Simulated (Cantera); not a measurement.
## Premixed flame

A freely propagating, adiabatic, planar premixed flame of 30.0 % H₂, 16.7 % O₂, 53.4 % N₂, equivalence ratio 0.90, unburnt at 675 K and 100.0 Torr; mixture-averaged transport, grid criteria slope 0.08 and curve 0.16, no radiation.

Model: the H2/O2 subset of GRI-Mech 3.0, which has no nitrogen chemistry, integrated in Cantera. Burning velocities carry a grid error of a few per cent, more on coarse grids.

| z (mm) | T (K) | u (m/s) | x H₂ | x O₂ | x OH | x HO₂ | x O | x H₂O |
|---|---|---|---|---|---|---|---|---|
| -19.8 | 675 | 8.12 | 0.300 | 0.167 | <1e-8 | <1e-8 | <1e-8 | <1e-8 |
| -13.2 | 675 | 8.12 | 0.300 | 0.167 | <1e-8 | <1e-8 | <1e-8 | <1e-8 |
| -9.89 | 675 | 8.12 | 0.300 | 0.167 | <1e-8 | <1e-8 | <1e-8 | <1e-8 |
| -6.60 | 675 | 8.12 | 0.300 | 0.167 | <1e-8 | 3.27e-7 | <1e-8 | 3.87e-8 |
| -3.30 | 679 | 8.16 | 0.299 | 0.167 | 1.60e-5 | 4.11e-5 | 9.70e-6 | 0.000306 |
| -1.65 | 767 | 9.14 | 0.280 | 0.163 | 0.000277 | 3.34e-5 | 0.000382 | 0.00928 |
| 0 | 1128 | 13.1 | 0.137 | 0.113 | 0.00409 | 1.68e-5 | 0.00982 | 0.112 |
| 1.65 | 1407 | 16.1 | 0.0470 | 0.0555 | 0.0103 | 7.41e-6 | 0.0208 | 0.210 |
| 3.30 | 1530 | 17.3 | 0.0448 | 0.0497 | 0.0133 | 5.67e-6 | 0.0216 | 0.220 |
| 6.60 | 1678 | 18.8 | 0.0463 | 0.0461 | 0.0169 | 4.36e-6 | 0.0207 | 0.228 |
| 13.2 | 1843 | 20.4 | 0.0462 | 0.0424 | 0.0206 | 3.26e-6 | 0.0186 | 0.238 |
| 26.4 | 2018 | 22.0 | 0.0440 | 0.0384 | 0.0236 | 2.41e-6 | 0.0156 | 0.251 |
| 52.8 | 2192 | 23.6 | 0.0394 | 0.0345 | 0.0252 | 1.97e-6 | 0.0121 | 0.266 |
x: mole fraction of selected species; z is measured from the peak of heat release.

The laminar burning velocity is 812 cm/s and the thermal thickness comes out as 6.60 mm. The peak x(OH) comes out as 0.0253. The peak x(HO₂) is 4.23e-5. The peak x(O) is 0.0216. The grid points is 128.
